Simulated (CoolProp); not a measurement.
Values from CoolProp's reference Helmholtz-energy equation of state, Lemmon 2006. It is a short technical equation, of lower accuracy than the large ones.

**Question.** For carbonyl sulfide, give the phase and the density (kg/m³), cv (kJ/(kg K)), Joule-Thomson coefficient (K/MPa), isothermal compressibility (1/MPa) at 434.2 K and 45.8 MPa; 434.2 K and 50 MPa.

**Answer.** 
- 434.2 K and 45.8 MPa: supercritical; density 852, cv 0.743, Joule-Thomson coefficient -0.0277, isothermal compressibility 0.00503
- 434.2 K and 50 MPa: supercritical; density 869, cv 0.744, Joule-Thomson coefficient -0.0912, isothermal compressibility 0.00443
